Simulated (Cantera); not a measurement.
An isothermal, constant-pressure homogeneous reactor starts with 34.9 % NH₃, 62.8 % N₂, 2.23 % H₂, at 2298 K and 0.0170 bar.

Computed with Cantera and the gas-phase N/H chemistry of the illustrative SiF4/NH3 mechanism in the Surface Chemkin manual (1991). Walls and surfaces, which speed up NH3 decomposition in real reactors, are not modelled.

x: mole fraction; the columns are a selection and need not sum to one.

```json
[
 {"t (s)": "2.00e-6", "x NH₃": "0.349", "x H₂": "0.0223", "x NH₂": "(withheld)", "x N₂": "0.628", "x N₂H₄": "<1e-12", "x NH": "9.22e-12", "x N₂H₂": "<1e-12"},
 {"t (s)": "7.43e-6", "x NH₃": "0.349", "x H₂": "0.0224", "x NH₂": "(withheld)", "x N₂": "0.628", "x N₂H₄": "<1e-12", "x NH": "3.72e-10", "x N₂H₂": "1.13e-11"},
 {"t (s)": "2.76e-5", "x NH₃": "0.349", "x H₂": "0.0224", "x NH₂": "(withheld)", "x N₂": "0.628", "x N₂H₄": "2.50e-12", "x NH": "1.03e-8", "x N₂H₂": "5.76e-10"},
 {"t (s)": "0.000102", "x NH₃": "0.349", "x H₂": "0.0224", "x NH₂": "(withheld)", "x N₂": "0.628", "x N₂H₄": "4.08e-11", "x NH": "2.39e-7", "x N₂H₂": "1.47e-8"},
 {"t (s)": "0.000381", "x NH₃": "0.348", "x H₂": "0.0227", "x NH₂": "(withheld)", "x N₂": "0.628", "x N₂H₄": "5.69e-10", "x NH": "5.05e-6", "x N₂H₂": "3.32e-7"},
 {"t (s)": "0.00141", "x NH₃": "0.345", "x H₂": "0.0246", "x NH₂": "(withheld)", "x N₂": "0.628", "x N₂H₄": "5.85e-9", "x NH": "4.12e-5", "x N₂H₂": "5.57e-6"},
 {"t (s)": "0.00525", "x NH₃": "0.329", "x H₂": "0.0414", "x NH₂": "(withheld)", "x N₂": "0.626", "x N₂H₄": "9.76e-9", "x NH": "7.49e-5", "x N₂H₂": "1.15e-5"},
 {"t (s)": "0.0195", "x NH₃": "0.275", "x H₂": "0.101", "x NH₂": "(withheld)", "x N₂": "0.621", "x N₂H₄": "5.90e-9", "x NH": "8.54e-5", "x N₂H₂": "8.90e-6"},
 {"t (s)": "0.0725", "x NH₃": "0.150", "x H₂": "0.239", "x NH₂": "(withheld)", "x N₂": "0.609", "x N₂H₄": "2.04e-9", "x NH": "7.86e-5", "x N₂H₂": "4.07e-6"},
 {"t (s)": "0.269", "x NH₃": "0.0235", "x H₂": "0.377", "x NH₂": "(withheld)", "x N₂": "0.597", "x N₂H₄": "1.39e-10", "x NH": "4.03e-5", "x N₂H₂": "4.56e-7"},
 {"t (s)": "1.00", "x NH₃": "2.87e-5", "x H₂": "0.396", "x NH₂": "(withheld)", "x N₂": "0.591", "x N₂H₄": "<1e-12", "x NH": "2.13e-6", "x N₂H₂": "1.33e-10"}
]
```

Problem. What belongs in the gaps?

Solution. 
- 2.00e-6, x NH₂: 2.52e-6
- 7.43e-6, x NH₂: 1.18e-5
- 2.76e-5, x NH₂: 5.27e-5
- 0.000102, x NH₂: 0.000207
- 0.000381, x NH₂: 0.000767
- 0.00141, x NH₂: 0.00245
- 0.00525, x NH₂: 0.00317
- 0.0195, x NH₂: 0.00246
- 0.0725, x NH₂: 0.00145
- 0.269, x NH₂: 0.000378
- 1.00, x NH₂: 2.97e-6
